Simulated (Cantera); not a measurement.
What does this Cantera script print?

```python
import numpy as np
import cantera as ct

gas_names = """
    Cu Cu2 H H2 N NH NH2 NH3 N2 N2H2 N2H4
""".split()
cond_names = """
    Cu(cr) Cu(L)
""".split()


def load(file, names, dense=False):
    # The tables refer to 1 bar. Condensed volumes are neglected.
    table = {s.name: s for s in ct.Species.list_from_file(file)}
    out = []
    for n in names:
        d = dict(table[n].input_data)
        d["thermo"] = dict(d["thermo"], **{"reference-pressure": 1e5})
        if dense:
            d["equation-of-state"] = {"model": "constant-volume", "density": "1e6 g/cm^3"}
        out.append(ct.Species.from_dict(d))
    return out


gas = ct.Solution(thermo="ideal-gas", species=load("nasa_gas.yaml", gas_names))
cond = {s.name: ct.Solution(thermo="fixed-stoichiometry", species=[s], name=s.name)
        for s in load("nasa_condensed.yaml", cond_names, dense=True)}
atoms = {
    'Cu': {'Cu': 1},
    'NH3': {'N': 1, 'H': 3},
    'H2': {'H': 2},
}
top_T = {}  # K; cautious upper limits of use, not melting points


def equilibrate(T, P, feed):
    n = {}
    for name, mol in feed.items():
        for a, k in atoms[name].items():
            n[a] = n.get(a, 0.0) + k * mol
    gas.TPX = T, P, n
    mass = sum(n.values()) * gas.mean_molecular_weight
    gas.equilibrate("TP")
    valid = [c for c in cond.values() if c.min_temp <= T <= top_T.get(c.name, c.max_temp)]
    mix = ct.Mixture([(gas, mass / gas.mean_molecular_weight)] + [(c, 0.0) for c in valid])
    mix.T, mix.P = T, P
    mix.equilibrate("TP", solver="vcs", rtol=1e-11, max_steps=5000)
    return mix


results = []
feed = {'Cu': 1, 'NH3': 3.4, 'H2': 95}  # mol
T = 1298.15  # K
P = 120000  # Pa
mix = equilibrate(T, P, feed)
results.append((T, P, feed, dict(zip(mix.species_names, mix.species_moles))))
print(gas.report(threshold=1e-05))
for i in range(1, mix.n_phases):
    print(f"{mix.phase(i).name:16s} {mix.phase_moles(i):12.5e} mol")
```

Result:

```
       temperature   1298.2 K
          pressure   1.2e+05 Pa
           density   0.027241 kg/m^3
  mean mol. weight   2.4502 kg/kmol
   phase of matter   gas

                          1 kg             1 kmol
                     ---------------   ---------------
          enthalpy        1.2208e+07        2.9911e+07  J
   internal energy        7.8024e+06        1.9118e+07  J
           entropy             71226        1.7452e+05  J/K
    Gibbs function       -8.0254e+07       -1.9664e+08  J
 heat capacity c_p             12882             31563  J/K
 heat capacity c_v            9488.2             23248  J/K

                      mass frac. Y      mole frac. X     chem. pot. / RT
                     ---------------   ---------------   ---------------
                H2           0.80904           0.98329           -18.027
               NH3         0.0001313         1.889e-05           -41.785
                N2           0.19083           0.01669            -29.49
     [   +8 minor]        3.6647e-06        1.0982e-06

Cu(cr)            9.99987e-01 mol
```

Cantera equilibrium calculation (NASA polynomials, part measured and part estimated; ideal gas, pure solids and liquids).
